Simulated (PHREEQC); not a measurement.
Consider water at 17 °C and 100 atm with 0.013 mol/kgw KH2PO4 and 0.042 mol/kgw Na2CO3. Closed to the air; pH follows from the charge balance.

The numbers come from PHREEQC with the ion-association model, phreeqc.dat.

The pH is 10.24, the ionic strength is 0.123 mol/kgw and the specific conductance is 6200 µS/cm. The density is 1.009 g/cm³. The total alkalinity is 84.0 meq/kg.

```json
[
 {"species": "Na+", "molality": "0.0759", "activity": "0.0590", "log γ": "-0.110"},
 {"species": "CO3-2", "molality": "0.0213", "activity": "0.00784", "log γ": "-0.434"},
 {"species": "HCO3-", "molality": "0.0131", "activity": "0.0102", "log γ": "-0.109"},
 {"species": "K+", "molality": "0.0129", "activity": "0.00971", "log γ": "-0.124"},
 {"species": "HPO4-2", "molality": "0.0120", "activity": "0.00428", "log γ": "-0.447"},
 {"species": "NaCO3-", "molality": "0.00719", "activity": "0.00556", "log γ": "-0.112"},
 {"species": "NaHPO4-", "molality": "0.000548", "activity": "0.000427", "log γ": "-0.109"},
 {"species": "PO4-3", "molality": "0.000386", "activity": "3.18e-5", "log γ": "-1.084"},
 {"species": "NaHCO3", "molality": "0.000378", "activity": "0.000389", "log γ": "0.012"},
 {"species": "OH-", "molality": "0.000135", "activity": "0.000101", "log γ": "-0.125"},
 {"species": "KHPO4-", "molality": "9.52e-5", "activity": "7.41e-5", "log γ": "-0.109"},
 {"species": "H2PO4-", "molality": "4.81e-6", "activity": "3.75e-6", "log γ": "-0.109"},
 {"species": "CO2", "molality": "1.30e-6", "activity": "1.34e-6", "log γ": "0.012"}
]
```

No solid was allowed to form. Complexes and solids missing from the database can't appear. Under pressure, the constants of complexes without a molar volume in the database are unreliable.
